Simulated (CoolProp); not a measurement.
Ammonia at 298.15 K and 0.322 MPa is throttled through a valve to 0.00983 MPa with no heat exchange. Each further row changes one setting.

Model: reference Helmholtz-energy equation of state, Gao 2020, in CoolProp.

```json
[
 {"case": "as stated", "temperature change (K)": "-9.3", "final density (kg/m³)": "…"},
 {"case": "outlet pressure 0.00295 MPa", "temperature change (K)": "…", "final density (kg/m³)": "0.0209"},
 {"case": "outlet pressure 0.0128 MPa", "temperature change (K)": "…", "final density (kg/m³)": "…"}
]
```

Task: Fill in the missing entries.

Result: 
- as stated, final density (kg/m³): 0.0698
- outlet pressure 0.00295 MPa, temperature change (K): -9.5
- outlet pressure 0.0128 MPa, temperature change (K): -9.2
- outlet pressure 0.0128 MPa, final density (kg/m³): 0.0909
